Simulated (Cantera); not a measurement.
An isothermal, constant-pressure homogeneous reactor starts with 0.981 % CH₄, 98.1 % H₂, 0.961 % CO₂, at 1648 K and 0.0286 atm.

Cantera simulation using GRI-Mech 3.0 (53 species, 325 reactions); the numbers are that mechanism's predictions, not measurements. Radical loss at walls, strong at low pressure, is not modelled.

x: mole fraction; the columns are a selection and need not sum to one.

| t (s) | x CH₄ | x H₂ | x CO₂ | x CH₂O | x H | x C₂H₄ | x C₂H₆ |
|---|---|---|---|---|---|---|---|
| 0.000800 | 0.00981 | 0.981 | 0.00961 | <1e-12 | 3.38e-6 | 1.40e-11 | 8.65e-12 |
| 0.00144 | 0.00980 | 0.981 | 0.00961 | 3.35e-12 | 6.11e-6 | 7.75e-11 | 4.13e-11 |
| 0.00259 | 0.00980 | 0.981 | 0.00961 | 1.88e-11 | 1.10e-5 | 4.39e-10 | 1.86e-10 |
| 0.00467 | 0.00980 | 0.981 | 0.00960 | 9.97e-11 | 1.99e-5 | 2.50e-9 | 7.62e-10 |
| 0.00840 | 0.00980 | 0.981 | 0.00959 | 4.50e-10 | 3.57e-5 | 1.42e-8 | ? |
| 0.0151 | 0.00979 | 0.980 | 0.00955 | 1.39e-9 | 6.41e-5 | 7.82e-8 | ? |
| 0.0272 | 0.00978 | 0.980 | 0.00942 | 2.89e-9 | 0.000114 | 3.89e-7 | ? |
| 0.0490 | 0.00976 | 0.980 | 0.00902 | 5.04e-9 | 0.000198 | 1.48e-6 | ? |
| 0.0882 | 0.00971 | 0.979 | 0.00792 | 7.52e-9 | 0.000318 | 3.53e-6 | ? |
| 0.159 | 0.00958 | 0.976 | 0.00562 | 8.38e-9 | 0.000433 | 5.34e-6 | ? |
| 0.286 | 0.00932 | 0.973 | 0.00266 | 6.61e-9 | 0.000482 | 6.02e-6 | 2.57e-7 |
| 0.514 | 0.00887 | 0.972 | 0.000668 | 4.75e-9 | 0.000490 | 6.04e-6 | 2.38e-7 |
| 0.926 | 0.00814 | 0.971 | 7.82e-5 | 3.94e-9 | 0.000492 | 5.99e-6 | ? |
| 1.67 | 0.00709 | 0.972 | 2.98e-5 | 3.43e-9 | 0.000496 | 6.03e-6 | ? |
| 3.00 | 0.00574 | 0.973 | 2.92e-5 | 2.82e-9 | 0.000500 | 6.25e-6 | ? |

Problem. Some entries are withheld; supply them.

Solution. 
- 0.00840, x C₂H₆: 2.80e-9
- 0.0151, x C₂H₆: 9.24e-9
- 0.0272, x C₂H₆: 2.75e-8
- 0.0490, x C₂H₆: 7.16e-8
- 0.0882, x C₂H₆: 1.51e-7
- 0.159, x C₂H₆: 2.32e-7
- 0.926, x C₂H₆: 2.02e-7
- 1.67, x C₂H₆: 1.55e-7
- 3.00, x C₂H₆: 1.03e-7
